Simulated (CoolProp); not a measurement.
CH2F2 (R32) at several states: Z from the reference equation and from simpler models built on Tc = 78.1 °C, pc = 5.783 MPa, ω = 0.277; each cubic takes its own stable root.

Values from CoolProp's reference Helmholtz-energy equation of state, Tillner-Roth 1997.

```tsv
T (°C)	p (MPa)	phase	reference	van der Waals	Redlich-Kwong	Soave-Redlich-Kwong	Peng-Robinson
-7.55	0.521	gas	0.8928	0.9457	0.9287	0.9210	0.9167
-53.15	31.3	liquid	0.7046	1.307	0.9194	0.9000	0.8018
100.85	0.018	gas	0.9990	0.9992	0.9991	0.9991	0.9990
-74.85	0.1	liquid	0.002474	0.9806	0.003286	0.003190	0.002830
-13.65	1.48	liquid	0.03234	0.8129	0.04358	0.04157	0.03670
-48.55	12.8	liquid	0.2908	0.5495	0.3827	0.3717	0.3301
```

At some of these states van der Waals gives the other phase, because its saturation line lies elsewhere.
